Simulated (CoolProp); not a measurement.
Vapour-liquid equilibrium of R143a (1) + R1234yf (2) at 32.35 °C; x and y are mole fractions of (1).

Model: multi-fluid Helmholtz-energy mixture model, Lemmon and Jacobsen 2000 and Lemmon 2022; pair parameters Bell 2016, in CoolProp.

Task: Give the bubble pressure and the first vapour's composition at x = 0.2, 0.275, 0.425. Is there an azeotrope?

Result: x = 0.2: 977.2 kPa, y = 0.287; x = 0.275: 1029 kPa, y = 0.376; x = 0.425: 1131 kPa, y = 0.533. No azeotrope shows between x = 0.05 and 0.95.

The pair parameters rest on a limited set of measurements; away from them the model extrapolates.
